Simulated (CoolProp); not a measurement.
Vapour-liquid equilibrium of CHF3 (R23) (1) + sulfur hexafluoride (2) at 0.838 MPa; x and y are mole fractions of (1).

Values from CoolProp's multi-fluid Helmholtz-energy mixture model, Penoncello 2003 and Guder 2009; pair parameters Bell 2016.

Question: Give the bubble temperature and the first vapour's composition at x = 0.05, 0.45, 0.95. Is there an azeotrope?

Answer: x = 0.05: 253.7 K, y = 0.176; x = 0.45: 238.9 K, y = 0.614; x = 0.95: 237.3 K, y = 0.937. y crosses x between x = 0.75 and 0.85: the model has an azeotrope there.

Pair parameters are fitted to limited data, so mixtures are less certain than the pure fluids.
